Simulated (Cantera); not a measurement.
# Hydrocarbon pyrolysis for carbon deposition

An isothermal, constant-pressure homogeneous reactor starts with 27.0 % CH₄, 73.0 % N₂, at 1948 K and 100000 Pa.

Computed with Cantera and GRI-Mech 3.0 (53 species, 325 reactions). GRI-Mech 3.0 stops at C3 and has no aromatics, soot or wall deposition, so with more carbon than oxygen in the feed, carbon stays in small species such as C2H2 where larger ones or solid carbon would form.

| t (s) | x CH₄ | x HCN | x C₂H₂ | x C₂H | x H | x C₂H₄ |
|---|---|---|---|---|---|---|
| 1.00e-5 | 0.268 | 6.34e-11 | 5.50e-7 | 2.05e-11 | 9.05e-6 | 5.31e-5 |
| 7.29e-5 | 0.232 | 3.10e-8 | 0.00225 | 1.19e-7 | 0.000104 | 0.00935 |
| 0.000532 | 0.0816 | 1.15e-6 | 0.0701 | 2.05e-6 | 0.000410 | 0.00299 |
| 0.00388 | 0.0145 | 4.56e-6 | 0.100 | 3.05e-6 | 0.000588 | 0.000350 |
| 0.0283 | 0.00215 | 9.16e-6 | 0.105 | 3.31e-6 | 0.000637 | 0.000301 |
| 0.206 | 0.00121 | 2.03e-5 | 0.106 | 3.32e-6 | 0.000641 | 0.000302 |
| 1.50 | 0.00121 | 0.000121 | 0.106 | 3.32e-6 | 0.000641 | 0.000302 |
| 11.0 | 0.00121 | 0.000918 | 0.105 | 3.31e-6 | 0.000641 | 0.000301 |
| 80.0 | 0.00120 | 0.00605 | 0.103 | 3.23e-6 | 0.000641 | 0.000294 |
x: mole fraction; the columns are a selection and need not sum to one.

Equilibrium at this temperature and pressure: CH₄ 0.000849, HCN 0.109, C₂H₂ 0.0513, C₂H 1.61e-6, H 0.000641, C₂H₄ 0.000147 (gas phase only).
